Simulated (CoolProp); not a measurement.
Vapour-liquid equilibrium of dimethyl ether (1) + R227EA (2) at 311.2 K; x and y are mole fractions of (1).

Computed with CoolProp (multi-fluid Helmholtz-energy mixture model, Wu 2011 and Lemmon 2016; pair parameters Bell 2016).

```
x      bubble pressure, mixture model (kPa)  bubble pressure, Raoult's law (kPa)  y, mixture model  y, Raoult's law
-----  ------------------------------------  -----------------------------------  ----------------  ---------------
0.05                                    ___                                674.6             0.025            0.063
0.125                                 607.7                                688.1             0.080            0.154
0.2                                     ___                                701.5             0.155            0.241
0.275                                 566.1                                715.0             0.250            0.325
0.35                                  562.8                                728.5             0.358            0.406
0.425                                 571.3                                742.0             0.470            0.484
0.5                                     ___                                755.5             0.579            0.560
0.575                                 618.4                                769.0             0.676            0.632
0.65                                  652.7                                782.5             0.761            0.702
0.725                                   ___                                796.0               ___            0.770
0.8                                     ___                                809.5               ___            0.836
0.875                                 774.5                                823.0             0.937            0.899
0.95                                  817.1                                836.5             0.977            0.960
```

Question: Some entries are withheld; supply them.

Answer: 
- 0.05, bubble pressure, mixture model (kPa): 641.3
- 0.2, bubble pressure, mixture model (kPa): 581.5
- 0.5, bubble pressure, mixture model (kPa): 590.5
- 0.725, bubble pressure, mixture model (kPa): 691.2
- 0.725, y, mixture model: 0.831
- 0.8, bubble pressure, mixture model (kPa): 732.3
- 0.8, y, mixture model: 0.889

The largest gap from Raoult's law is -23.0 % in bubble pressure, at x = 0.425. y crosses x between x = 0.275 and 0.35: the model has an azeotrope there.

The pair parameters rest on a limited set of measurements; away from them the model extrapolates.
